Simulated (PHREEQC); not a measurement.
0.62 g of hydrous ferric oxide (600 m²/g; 0.2 weak and 0.005 strong sites per Fe, Dzombak-Morel constants, diffuse double layer) in 1 kg of water with 0.005 mol/kgw of an inert sodium salt and 3.9e-05 mol/kgw Ag2SO4 and 0.0011 mol/kgw ZnCl2, at 25 °C; the pH is set by adding NaOH or the inert anion's acid. O2 is buffered at 0.21 atm. The system is closed to CO2. No solid was allowed to form.

All values are PHREEQC results (ion-association model, wateq4f.dat), not measurements.

```json
[
 {"pH": "3", "S sorbed (%)": "100.0", "Ag sorbed (%)": "0.0", "Zn sorbed (%)": "0.0", "surface charge σ (C/m²)": "0.304", "surface potential ψ (mV)": "203"},
 {"pH": "3.67", "S sorbed (%)": "100.0", "Ag sorbed (%)": "0.0", "Zn sorbed (%)": "0.0", "surface charge σ (C/m²)": "0.235", "surface potential ψ (mV)": "192"},
 {"pH": "4.33", "S sorbed (%)": "100.0", "Ag sorbed (%)": "0.1", "Zn sorbed (%)": "0.3", "surface charge σ (C/m²)": "0.161", "surface potential ψ (mV)": "174"},
 {"pH": "5", "S sorbed (%)": "99.8", "Ag sorbed (%)": "0.3", "Zn sorbed (%)": "1.9", "surface charge σ (C/m²)": "0.101", "surface potential ψ (mV)": "151"},
 {"pH": "5.67", "S sorbed (%)": "98.6", "Ag sorbed (%)": "0.2", "Zn sorbed (%)": "5.3", "surface charge σ (C/m²)": "0.060", "surface potential ψ (mV)": "125"},
 {"pH": "6.33", "S sorbed (%)": "93.2", "Ag sorbed (%)": "0.3", "Zn sorbed (%)": "20.8", "surface charge σ (C/m²)": "0.040", "surface potential ψ (mV)": "106"},
 {"pH": "7", "S sorbed (%)": "84.6", "Ag sorbed (%)": "0.6", "Zn sorbed (%)": "45.7", "surface charge σ (C/m²)": "0.036", "surface potential ψ (mV)": "100"},
 {"pH": "7.67", "S sorbed (%)": "62.1", "Ag sorbed (%)": "1.1", "Zn sorbed (%)": "61.9", "surface charge σ (C/m²)": "0.033", "surface potential ψ (mV)": "97"},
 {"pH": "8.33", "S sorbed (%)": "25.7", "Ag sorbed (%)": "1.6", "Zn sorbed (%)": "67.2", "surface charge σ (C/m²)": "0.029", "surface potential ψ (mV)": "91"},
 {"pH": "9", "S sorbed (%)": "3.2", "Ag sorbed (%)": "4.1", "Zn sorbed (%)": "66.1", "surface charge σ (C/m²)": "0.018", "surface potential ψ (mV)": "68"},
 {"pH": "9.67", "S sorbed (%)": "0.2", "Ag sorbed (%)": "15.2", "Zn sorbed (%)": "63.9", "surface charge σ (C/m²)": "0.007", "surface potential ψ (mV)": "32"},
 {"pH": "10.33", "S sorbed (%)": "0.0", "Ag sorbed (%)": "43.8", "Zn sorbed (%)": "61.6", "surface charge σ (C/m²)": "-0.001", "surface potential ψ (mV)": "-6"},
 {"pH": "11", "S sorbed (%)": "0.0", "Ag sorbed (%)": "78.8", "Zn sorbed (%)": "58.5", "surface charge σ (C/m²)": "-0.011", "surface potential ψ (mV)": "-47"}
]
```

Along this series the solution becomes supersaturated in solids that the run did not let form, among them Zn(OH)2-e, Zn4(OH)6SO4, Zn5(OH)8Cl2, Cerargyrite. Species that the database lacks are ignored. The oxide is taken as insoluble; below pH 4 it would dissolve.
